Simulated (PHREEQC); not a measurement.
Dissolve 0.0013 mol/kgw Sr(OH)2 at 20 °C. Closed to the air; pH follows from the charge balance.

Computed with PHREEQC (Pitzer model, pitzer.dat).

| Item | Result |
|---|---|
| pH | 11.55 |
| ionic strength | 0.00390 mol/kgw |
| specific conductance | 562 µS/cm |
| osmotic coefficient | 0.955 |
| total alkalinity | 2.60 meq/kg |

```json
[
 {"species": "OH-", "molality": "0.00260", "activity": "0.00242", "log γ": "-0.031"},
 {"species": "Sr+2", "molality": "0.00130", "activity": "0.000990", "log γ": "-0.118"}
]
```

This is a speciation only: nothing precipitates in the calculation.
